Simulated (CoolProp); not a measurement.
Aqueous lithium chloride as a coolant, 16 % by mass, freezing at -27.2 °C, 1 atm.

The numbers come from the Melinder's fits for secondary coolants in CoolProp.

```csv
T (°C),density (kg/m³),Prandtl number,cp (kJ/(kg K)),conductivity (W/(m K))
-14.8,1098,33.0,3.250,0.511
-10.4,1097,27.5,3.270,0.517
-6,1097,23.2,3.290,0.523
-1.6,1096,?,3.310,0.530
2.8,1095,17.2,3.329,0.536
7.3,1094,15.1,3.350,0.542
11.7,1093,?,3.369,0.549
16.1,?,?,3.389,0.555
20.5,1091,10.7,3.409,0.561
24.9,1090,9.68,3.428,0.567
29.3,?,8.79,?,0.574
33.7,1087,8.01,3.467,0.580
```

**Question.** What belongs in the gaps?

**Answer.** 
- -1.6, Prandtl number: 19.9
- 11.7, Prandtl number: 13.3
- 16.1, density (kg/m³): 1092
- 16.1, Prandtl number: 11.9
- 29.3, density (kg/m³): 1088
- 29.3, cp (kJ/(kg K)): 3.448
